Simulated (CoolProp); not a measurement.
Saturation properties of CHF3 (R23).

The numbers come from the reference Helmholtz-energy equation of state, Penoncello 2003 in CoolProp.

```json
[
 {"T (°C)": "-70.25", "p (MPa)": "0.1913", "enthalpy of vaporisation (kJ/kg)": "229.4", "liquid cp (kJ/(kg K))": "1.262", "vapour Z": "0.9361", "surface tension (mN/m)": "14.6"},
 {"T (°C)": "-67.55", "p (MPa)": "0.2187", "enthalpy of vaporisation (kJ/kg)": "227.0", "liquid cp (kJ/(kg K))": "1.268", "vapour Z": "0.9303", "surface tension (mN/m)": "14.1"},
 {"T (°C)": "-64.95", "p (MPa)": "0.2480", "enthalpy of vaporisation (kJ/kg)": "224.6", "liquid cp (kJ/(kg K))": "1.275", "vapour Z": "0.9245", "surface tension (mN/m)": "13.7"},
 {"T (°C)": "-62.35", "p (MPa)": "0.2801", "enthalpy of vaporisation (kJ/kg)": "222.2", "liquid cp (kJ/(kg K))": "1.282", "vapour Z": "0.9183", "surface tension (mN/m)": "13.2"},
 {"T (°C)": "-59.65", "p (MPa)": "0.3168", "enthalpy of vaporisation (kJ/kg)": "219.6", "liquid cp (kJ/(kg K))": "1.291", "vapour Z": "0.9116", "surface tension (mN/m)": "12.7"},
 {"T (°C)": "-57.05", "p (MPa)": "0.3556", "enthalpy of vaporisation (kJ/kg)": "217.1", "liquid cp (kJ/(kg K))": "1.299", "vapour Z": "0.9048", "surface tension (mN/m)": "12.2"},
 {"T (°C)": "-54.35", "p (MPa)": "0.3995", "enthalpy of vaporisation (kJ/kg)": "214.4", "liquid cp (kJ/(kg K))": "1.308", "vapour Z": "0.8974", "surface tension (mN/m)": "11.7"},
 {"T (°C)": "-51.75", "p (MPa)": "0.4457", "enthalpy of vaporisation (kJ/kg)": "211.8", "liquid cp (kJ/(kg K))": "1.318", "vapour Z": "0.8898", "surface tension (mN/m)": "11.2"},
 {"T (°C)": "-49.05", "p (MPa)": "0.4978", "enthalpy of vaporisation (kJ/kg)": "209.0", "liquid cp (kJ/(kg K))": "1.329", "vapour Z": "0.8817", "surface tension (mN/m)": "10.8"},
 {"T (°C)": "-46.45", "p (MPa)": "0.5522", "enthalpy of vaporisation (kJ/kg)": "206.2", "liquid cp (kJ/(kg K))": "1.340", "vapour Z": "0.8734", "surface tension (mN/m)": "10.3"},
 {"T (°C)": "-43.75", "p (MPa)": "0.6133", "enthalpy of vaporisation (kJ/kg)": "203.3", "liquid cp (kJ/(kg K))": "1.352", "vapour Z": "0.8645", "surface tension (mN/m)": "9.81"},
 {"T (°C)": "-41.15", "p (MPa)": "0.6769", "enthalpy of vaporisation (kJ/kg)": "200.3", "liquid cp (kJ/(kg K))": "1.365", "vapour Z": "0.8555", "surface tension (mN/m)": "9.35"},
 {"T (°C)": "-38.45", "p (MPa)": "0.7480", "enthalpy of vaporisation (kJ/kg)": "197.2", "liquid cp (kJ/(kg K))": "1.379", "vapour Z": "0.8457", "surface tension (mN/m)": "8.88"},
 {"T (°C)": "-35.85", "p (MPa)": "0.8217", "enthalpy of vaporisation (kJ/kg)": "194.1", "liquid cp (kJ/(kg K))": "1.394", "vapour Z": "0.8359", "surface tension (mN/m)": "8.43"},
 {"T (°C)": "-33.15", "p (MPa)": "0.9039", "enthalpy of vaporisation (kJ/kg)": "190.8", "liquid cp (kJ/(kg K))": "1.411", "vapour Z": "0.8253", "surface tension (mN/m)": "7.97"}
]
```

It boils at -82.0 °C under 1 atm.

Surface tension comes from a separate correlation (Mulero 2012).
